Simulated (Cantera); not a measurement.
Charge: 1 mol MgO, 3.7 mol Cl2, 3.8 mol N2, held at 1375 K and 1.50 Torr.

These are equilibrium values from Cantera (NASA tables, ideal gas, pure condensed phases), not measurements of a reactor. Candidate condensed phases: Mg, MgCl2, MgO; 18 gas species. Equilibrium is a limit: real reactors are often held back by kinetics, nucleation or transport.

Base state: N2 0.421, Cl 0.226, Cl2 0.187, MgCl2 0.111, O2 0.0553, NO 0.000236, ClO 6.93e-5 (mole fractions); condensed: gas only.

Task: What changes in the equilibrium state with this change: temperature from 1375 K to 1848.15 K?

Result: 
| species | before | after |
|---|---|---|
| Cl | 0.226 | 0.500 |
| N2 | 0.421 | 0.355 |
| MgCl2 | 0.111 | 0.0937 |
| Cl2 | 0.187 | 0.00322 |
| O2 | 0.0553 | 0.0456 |
| O | 3.35e-6 | 0.000906 |
| NO | 0.000236 | 0.00153 |
| ClO | 6.93e-5 | 8.14e-5 |

Task: What changes in the equilibrium state with this change: pressure from 1.50 Torr to 750 Torr?

Result: 
| species | before | after |
|---|---|---|
| N2 | 0.421 | 0.483 |
| Cl2 | 0.187 | 0.382 |
| MgCl2 | 0.111 | 0.0804 |
| Cl | 0.226 | 0.0144 |
| O2 | 0.0553 | 0.0401 |
| ClO | 6.93e-5 | 8.45e-5 |
| NO | 0.000236 | 0.000215 |
| MgO(s), mol | 0 | 0.367 |
